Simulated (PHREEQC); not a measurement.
Consider water at 20 °C with 0.28 mol/kgw CdCl2, 0.005 mol/kgw H3BO3 and 0.0032 mol/kgw H2SO4. Closed to the air; pH follows from the charge balance.

Equilibrium calculation in PHREEQC: ion-association model, phreeqc.dat.

```tsv
quantity	before	after
pH	2.32	3.26
ionic strength (mol/kgw)	0.263	0.0474
SO4-2 (mol/kgw)	0.00179	0.000195
HSO4- (mol/kgw)	0.000273	5.28e-6
```

### Question
What was changed between the two runs?
A) diluted 10-fold with water
B) temperature from 20 to 55 °C
C) CdCl2 left out
D) H3BO3 left out
E) temperature from 20 to 60 °C

### Answer
A, diluted 10-fold with water

This is a speciation only: nothing precipitates in the calculation.
